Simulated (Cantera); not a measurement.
A Cantera script and what it prints.

```python
import numpy as np
import cantera as ct

gas_names = """
    CL
""".split()
cond_names = """
    Sr(a) Sr(b) Sr(L) SrCL2(a) SrCL2(b) SrCL2(L)
""".split()


# ... load() reads the species with a 1 bar reference pressure and builds the phases ...
species = {s.name: s for s in load("nasa_gas.yaml", gas_names) + load("nasa_condensed.yaml", cond_names)}
# Each term lists the table entries of one substance; the one whose range holds T is used.
reactions = {
    '2 Cl(g) + Sr = SrCl2':
        [(-2, ['CL']), (-1, ['Sr(a)', 'Sr(b)', 'Sr(L)']), (1, ['SrCL2(a)', 'SrCL2(b)', 'SrCL2(L)'])],
}


def pick(names, T):
    return next(species[n] for n in names if species[n].thermo.min_temp <= T <= species[n].thermo.max_temp)


results = []
for label, terms in reactions.items():
    print(label)
    print("     T/K   dH/kJ  dS/(J/K)   dG/kJ   log10 K")
    for T in [300, 425, 525, 625, 725, 825, 925, 1025, 1125, 1225]:
        used = [(nu, pick(names, T)) for nu, names in terms]
        dH = sum(nu * s.thermo.h(T) for nu, s in used) / 1e6
        dS = sum(nu * s.thermo.s(T) for nu, s in used) / 1e3
        dG = dH - T * dS / 1e3
        logK = -dG * 1e6 / (ct.gas_constant * T * np.log(10))
        results.append((label, T, dH, dS, dG, logK, [s.name for _, s in used]))
        print(f"{T:8g} {dH:8.1f} {dS:8.1f} {dG:8.1f} {logK:8.2f}")
```

Output:

```
2 Cl(g) + Sr = SrCl2
     T/K   dH/kJ  dS/(J/K)   dG/kJ   log10 K
     300  -1071.5   -270.5   -990.3   172.42
     425  -1070.7   -268.5   -956.6   117.57
     525  -1070.0   -267.1   -929.8    92.51
     625  -1069.2   -265.6   -903.2    75.48
     725  -1068.2   -264.1   -876.7    63.16
     825  -1067.6   -263.3   -850.4    53.84
     925  -1065.6   -261.0   -824.2    46.54
    1025  -1056.3   -251.7   -798.4    40.68
    1125  -1060.0   -255.4   -772.8    35.88
    1225  -1041.1   -238.9   -748.5    31.91
```

Standard-state values (1 bar) from the NASA 1993 polynomials, evaluated with Cantera. Condensed species are held in their standard states even where they would react or evaporate.
